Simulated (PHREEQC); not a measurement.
Synthetic water in mmol/kgw, 20 °C, pH 3.65: Na 81.4; K 4.81; Ca 8.58; Mg 18.1; Cl 43.6; S(6) 47.4; Mn(2) 0.0153; B 2.53.

Valence states are taken as typed.

All values are PHREEQC results (Pitzer model, pitzer.dat), not measurements.

Each row changes one thing in this solution. This is a speciation only: nothing precipitates in the calculation.

```json
[
 {"case": "as made", "HSO4- (mol/kgw)": "0.000255", "B(OH)4- (mol/kgw)": "1.01e-8", "MgB(OH)4+ (mol/kgw)": "1.04e-9", "CaB(OH)4+ (mol/kgw)": "7.43e-10", "MgOH+ (mol/kgw)": "2.69e-11", "SI of Gypsum (CaSO4:2H2O)": "-0.16", "SI of Epsomite (MgSO4:7H2O)": "-2.48"},
 {"case": "temperature from 20 to 40 °C at the same typed pH", "HSO4- (mol/kgw)": "0.000432", "B(OH)4- (mol/kgw)": "1.02e-8", "MgB(OH)4+ (mol/kgw)": "9.79e-10", "CaB(OH)4+ (mol/kgw)": "6.82e-10", "MgOH+ (mol/kgw)": "1.37e-10", "SI of Gypsum (CaSO4:2H2O)": "-0.19", "SI of Epsomite (MgSO4:7H2O)": "-2.67"},
 {"case": "Ca from 8.58 to 17.2 mmol/kgw", "HSO4- (mol/kgw)": "0.000234", "B(OH)4- (mol/kgw)": "1.04e-8", "MgB(OH)4+ (mol/kgw)": "1.05e-9", "CaB(OH)4+ (mol/kgw)": "1.52e-9", "MgOH+ (mol/kgw)": "2.71e-11", "SI of Gypsum (CaSO4:2H2O)": "+0.12", "SI of Epsomite (MgSO4:7H2O)": "-2.51"},
 {"case": "all concentrations times 2 at the same typed pH", "HSO4- (mol/kgw)": "0.000369", "B(OH)4- (mol/kgw)": "2.35e-8", "MgB(OH)4+ (mol/kgw)": "3.60e-9", "CaB(OH)4+ (mol/kgw)": "2.55e-9", "MgOH+ (mol/kgw)": "4.58e-11", "SI of Gypsum (CaSO4:2H2O)": "+0.17", "SI of Epsomite (MgSO4:7H2O)": "-2.16"}
]
```

Some of these states are supersaturated (in Gypsum, for instance). Constants without temperature data keep their 25 °C values here.
